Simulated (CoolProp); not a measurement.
Vapour-liquid equilibrium of R227EA (1) + isobutene (2) at 0.416 MPa; x and y are mole fractions of (1).

Values from CoolProp's multi-fluid Helmholtz-energy mixture model, Lemmon 2016 and Lemmon 2005; pair parameters Bell 2016.

Question: Give the bubble temperature and the first vapour's composition at x = 0.15, 0.25, 0.65. Is there an azeotrope?

Answer: x = 0.15: 298.6 K, y = 0.331; x = 0.25: 295.6 K, y = 0.429; x = 0.65: 292.2 K, y = 0.656. y crosses x between x = 0.65 and 0.75: the model has an azeotrope there.

The pair parameters rest on a limited set of measurements; away from them the model extrapolates.
